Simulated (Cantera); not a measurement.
An adiabatic, constant-volume homogeneous reactor starts with CO : H2 : O2 : N2 = 1 : 0.071 : 0.754 : 2.84 (molar parts), at 1450 K and 0.434 atm. Integrator tolerance rtol = 1e-08.

Model: GRI-Mech 3.0 (53 species, 325 reactions), integrated in Cantera.

### Question
What does this change do: initial temperature 1450 to 1748 K?

### Answer
```csv
quantity,before,after
time of steepest temperature rise,0.173 ms,83.8 µs
temperature at 0.200 s,2726 K,2789 K
equilibrium temperature,2726 K,2789 K
x(CO) at 0.200 s,0.0740 (gas-phase equilibrium 0.0740),0.0900 (gas-phase equilibrium 0.0900)
x(H2) at 0.200 s,0.000759 (gas-phase equilibrium 0.000759),0.000897 (gas-phase equilibrium 0.000897)
x(O2) at 0.200 s,0.0715 (gas-phase equilibrium 0.0715),0.0752 (gas-phase equilibrium 0.0752)
x(H2O2) at 0.200 s,2.81e-8 (gas-phase equilibrium 2.81e-8),2.61e-8 (gas-phase equilibrium 2.61e-8)
x(NO) at 0.200 s,0.0175 (gas-phase equilibrium 0.0175),0.0196 (gas-phase equilibrium 0.0196)
x(O) at 0.200 s,0.0123 (gas-phase equilibrium 0.0123),0.0176 (gas-phase equilibrium 0.0176)
x(NO2) at 0.200 s,6.42e-6 (gas-phase equilibrium 6.42e-6),6.46e-6 (gas-phase equilibrium 6.46e-6)
```
